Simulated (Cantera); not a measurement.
A closed system holds: 1 mol CH4, 0.019 mol NH3, at 34.0 bar.

Equilibrium computed with Cantera from the NASA thermochemical tables; the gas is ideal and each condensed phase is pure. Candidate condensed phases: C, C6H6, C7H8, C8H18; 110 gas species. Ions and electrons are included (thermal ionisation). The ideal-gas law is rough above about 30 bar. Equilibrium is a limit: real reactors are often held back by kinetics, nucleation or transport. All values below are at 4500 K.

Base state: H2 0.435, H 0.391, C2H2 (acetylene) 0.0735, C2H 0.0450, C3 0.0200, C 0.00761, C2 0.00678, C4H2 0.00505 (mole fractions); condensed: gas only.

### Question
What changes in the equilibrium state with this change: NH3 from 0.019 to 0.18 mol?

### Answer
```csv
species,before,after
H2,0.435,0.429
H,0.391,0.389
C2H2 (acetylene),0.0735,0.0590
HCN,0.00394,0.0239
N2,0.000193,0.00886
C3,0.0200,0.0147
C2H,0.0450,0.0363
C2N2,1.77e-6,6.59e-5
N,2.15e-5,0.000145
NH,7.54e-6,5.08e-5
```

### Question
What changes in the equilibrium state with this change: pressure from 34.0 bar to 1.33 mbar?

### Answer
| species | before | after |
|---|---|---|
| H | 0.391 | 0.799 |
| C | 0.00761 | 0.196 |
| N | 2.15e-5 | 0.00325 |
| H2 | 0.435 | 7.13e-5 |
| C2H2 (acetylene) | 0.0735 | <1e-9 |
| C2H | 0.0450 | 9.41e-8 |
| C3 | 0.0200 | 5.29e-7 |
| C4H2 | 0.00505 | <1e-9 |
| C2H2 (vinylidene) | 0.00218 | <1e-9 |
| CH2 | 0.00169 | <1e-9 |
| C5 | 0.00114 | <1e-9 |
| CH3 | 0.000708 | <1e-9 |
